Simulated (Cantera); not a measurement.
Feed: 1 mol Cr2O3, 140 mol H2, 0.45 mol H2O, held at 0.750 bar.

Method: chemical equilibrium by Gibbs-energy minimisation in Cantera with the NASA 1993 tables (ideal gas, pure condensed phases). Candidate condensed phases: Cr, Cr2O3, H2O; 13 gas species. Kinetics and transport are ignored. All values below are at 1275 K.

Base state: H2 0.997, H2O 0.00320 (mole fractions); condensed: Cr2O3(s).

Question: What changes in the equilibrium state with this change: 0.83 mol NH3 added?

Answer: 
```json
[
 {"species": "H2", "before": "0.997", "after": "0.994"},
 {"species": "H2O", "before": "0.00320", "after": "0.00317"},
 {"species": "N2", "before": "0", "after": "0.00292"},
 {"species": "Cr2O3(s), mol", "before": "1.00", "after": "1.00"}
]
```
Further candidate phases: CrN, Cr2N.
